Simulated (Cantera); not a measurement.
**Counterflow diffusion flame**

A counterflow diffusion flame at 1.01 bar, nozzles 20 mm apart: fuel side CO : H2 : CH4 : N2 = 1 : 0.14 : 0.079 : 0.55 (molar parts) at 425 K, oxidiser side O2 : N2 = 0.26 : 0.74 (molar parts) at 450 K, fuel mass flux 0.89 times the oxidiser's; mixture-averaged transport, no radiation.

Computed with Cantera and GRI-Mech 3.0 (53 species, 325 reactions). GRI-Mech 3.0 has no aromatics or soot, which form on the fuel side of real flames. The maximum strain rate includes the flame's own expansion and is several times the mean.

```csv
oxidiser flux (kg/m²/s),max strain (1/s),mean strain (1/s),T max (K),peak x OH,peak x H,peak x NO,peak x CO,peak x C2H2
0.61,281,76.0,2076,0.00776,0.00628,0.000141,0.567,0.00160
0.8,361,99.7,2044,0.00777,0.00678,0.000121,0.567,0.00158
1,444,125,2018,0.00772,0.00720,0.000107,0.567,0.00155
1.4,609,174,1978,0.00761,0.00786,8.97e-5,0.567,0.00145
1.8,772,224,1948,0.00750,0.00835,7.81e-5,0.567,0.00135
2.3,974,287,1920,0.00733,0.00882,6.77e-5,0.567,0.00123
3.1,1290,386,1882,0.00710,0.00934,5.54e-5,0.567,0.00105
4,1650,498,1850,0.00680,0.00973,4.57e-5,0.567,0.000877
5.3,2160,660,1811,0.00647,0.0101,3.56e-5,0.567,0.000671
```
x: mole fraction; the columns are a selection and need not sum to one.
